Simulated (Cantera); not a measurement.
A perfectly stirred reactor is fed with H2 : O2 : N2 : H2O = 1 : 0.769 : 2.89 : 0.42 (molar parts), equivalence ratio 0.65, at 1.90 bar; it is adiabatic with a 748 K inlet, and is followed from long to short residence time, starting on the burning branch (τ in s: 0.31, 0.13, 0.053, 0.022, 0.0091, 0.0038, 0.0016, 0.00065, 0.00027, 0.00011, 4.6e-05).

Model: the H2/O2 subset of GRI-Mech 3.0, which has no nitrogen chemistry, integrated in Cantera.

x: mole fraction; the columns are a selection and need not sum to one.

```json
[
 {"τ (s)": "0.31", "T (K)": "2133", "x H2": "0.000710", "x O2": "0.0578", "x H2O": "0.307", "x H": "7.60e-5", "x H2O2": "2.87e-7"},
 {"τ (s)": "0.13", "T (K)": "2133", "x H2": "0.000735", "x O2": "0.0578", "x H2O": "0.307", "x H": "7.96e-5", "x H2O2": "2.89e-7"},
 {"τ (s)": "0.053", "T (K)": "2131", "x H2": "0.000798", "x O2": "0.0578", "x H2O": "0.307", "x H": "8.87e-5", "x H2O2": "2.93e-7"},
 {"τ (s)": "0.022", "T (K)": "2129", "x H2": "0.000939", "x O2": "0.0578", "x H2O": "0.306", "x H": "0.000111", "x H2O2": "3.03e-7"},
 {"τ (s)": "0.0091", "T (K)": "2124", "x H2": "0.00125", "x O2": "0.0577", "x H2O": "0.305", "x H": "0.000166", "x H2O2": "3.26e-7"},
 {"τ (s)": "0.0038", "T (K)": "2113", "x H2": "0.00188", "x O2": "0.0577", "x H2O": "0.304", "x H": "0.000302", "x H2O2": "…"},
 {"τ (s)": "0.0016", "T (K)": "2095", "x H2": "0.00304", "x O2": "0.0577", "x H2O": "0.302", "x H": "0.000621", "x H2O2": "…"},
 {"τ (s)": "0.00065", "T (K)": "2063", "x H2": "0.00511", "x O2": "0.0578", "x H2O": "0.297", "x H": "0.00139", "x H2O2": "…"},
 {"τ (s)": "0.00027", "T (K)": "2013", "x H2": "0.00830", "x O2": "0.0585", "x H2O": "0.291", "x H": "0.00299", "x H2O2": "…"},
 {"τ (s)": "0.00011", "T (K)": "1936", "x H2": "0.0130", "x O2": "0.0599", "x H2O": "0.282", "x H": "0.00618", "x H2O2": "…"},
 {"τ (s)": "4.6e-5", "T (K)": "1833", "x H2": "0.0190", "x O2": "0.0625", "x H2O": "0.271", "x H": "0.0114", "x H2O2": "…"}
]
```

Question: Some entries are withheld; supply them.

Answer: 
- 0.0038, x H2O2: 3.77e-7
- 0.0016, x H2O2: 4.68e-7
- 0.00065, x H2O2: 6.20e-7
- 0.00027, x H2O2: 8.44e-7
- 0.00011, x H2O2: 1.21e-6
- 4.6e-5, x H2O2: 1.88e-6
